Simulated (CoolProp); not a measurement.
Saturation properties of C2F6 (R116) (Tc = 293.0 K, pc = 3048 kPa, ω = 0.257).

Model: reference Helmholtz-energy equation of state, Lemmon 2006, in CoolProp. It is a short technical equation, of lower accuracy than the large ones.

```json
[
 {"T (K)": "187.7", "p (kPa)": "67.01", "vapour density (kg/m³)": "6.132", "enthalpy of vaporisation (kJ/kg)": "120.1", "vapour viscosity (µPa s)": "8.79"},
 {"T (K)": "193.6", "p (kPa)": "93.62", "vapour density (kg/m³)": "8.385", "enthalpy of vaporisation (kJ/kg)": "117.6", "vapour viscosity (µPa s)": "9.06"},
 {"T (K)": "199.6", "p (kPa)": "128.5", "vapour density (kg/m³)": "11.29", "enthalpy of vaporisation (kJ/kg)": "115.0", "vapour viscosity (µPa s)": "9.33"},
 {"T (K)": "205.6", "p (kPa)": "172.7", "vapour density (kg/m³)": "14.93", "enthalpy of vaporisation (kJ/kg)": "[?]", "vapour viscosity (µPa s)": "9.59"},
 {"T (K)": "211.5", "p (kPa)": "226.8", "vapour density (kg/m³)": "19.33", "enthalpy of vaporisation (kJ/kg)": "109.4", "vapour viscosity (µPa s)": "9.85"},
 {"T (K)": "217.5", "p (kPa)": "294.0", "vapour density (kg/m³)": "24.81", "enthalpy of vaporisation (kJ/kg)": "106.4", "vapour viscosity (µPa s)": "10.1"},
 {"T (K)": "223.4", "p (kPa)": "373.9", "vapour density (kg/m³)": "31.32", "enthalpy of vaporisation (kJ/kg)": "103.2", "vapour viscosity (µPa s)": "10.4"},
 {"T (K)": "229.4", "p (kPa)": "470.9", "vapour density (kg/m³)": "39.29", "enthalpy of vaporisation (kJ/kg)": "99.82", "vapour viscosity (µPa s)": "10.7"},
 {"T (K)": "235.3", "p (kPa)": "583.4", "vapour density (kg/m³)": "48.69", "enthalpy of vaporisation (kJ/kg)": "96.23", "vapour viscosity (µPa s)": "[?]"},
 {"T (K)": "241.3", "p (kPa)": "717.3", "vapour density (kg/m³)": "60.12", "enthalpy of vaporisation (kJ/kg)": "[?]", "vapour viscosity (µPa s)": "11.3"}
]
```

Question: Some entries are withheld; supply them.

Answer: 
- 205.6, enthalpy of vaporisation (kJ/kg): 112.2
- 235.3, vapour viscosity (µPa s): 11.0
- 241.3, enthalpy of vaporisation (kJ/kg): 92.29

It boils at 195.1 K under 1 atm.

Viscosity comes from a separate model (Huber 2003), an estimate that may be off by 10 % or more.
